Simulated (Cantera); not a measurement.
Input: 1 mol SiHCl3, 0.12 mol CH4, 7.5 mol H2, equilibrated at 850 °C and 0.170 bar.

Cantera equilibrium calculation (NASA polynomials, part measured and part estimated; ideal gas, pure solids and liquids). Candidate condensed phases: C, C6H6, C7H8, C8H18, Si, SiC; 109 gas species. Mutual solubility and eutectic melting of coexisting phases are not modelled. The tables' values for SiCl3 are old estimates; treat these amounts as uncertain. Equilibrium is a limit: real reactors are often held back by kinetics, nucleation or transport.

Base state: H2 0.880, SiCl4 0.0526, HCl 0.0380, SiHCl3 0.0209, SiCl3 0.00383, SiCl2 0.00347, SiH2Cl2 0.00102, SiH3Cl 1.32e-5 (mole fractions); condensed: Si(s) + SiC(s).

Q: What changes in the equilibrium state with this change: temperature from 850 °C to 775 °C?

A: 
```tsv
species	before	after
H2	0.880	0.892
SiCl4	0.0526	0.0579
SiHCl3	0.0209	0.0231
HCl	0.0380	0.0229
SiCl2	0.00347	0.00110
SiCl3	0.00383	0.00186
Si(s), mol	0.140	0.116
SiC(s), mol	0.120	0.120
```
